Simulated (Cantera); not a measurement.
An isothermal, constant-pressure homogeneous reactor starts with CH2O : O2 : N2 = 0.0097 : 0.046 : 1 (molar parts), at 1448 K and 570 Torr.

Model: GRI-Mech 3.0 (53 species, 325 reactions), integrated in Cantera.

One state of this run: x CH2O = <1e-12; x O2 = 0.0344; x H2 = 2.27e-7; x C2H6 = <1e-12; x HO2 = 2.37e-8. x: mole fraction; the columns are a selection and need not sum to one.

Which value of t (s) does it belong to?
A. 2.79
B. 0.0779
C. 0.00717
D. 0.847

B, 0.0779
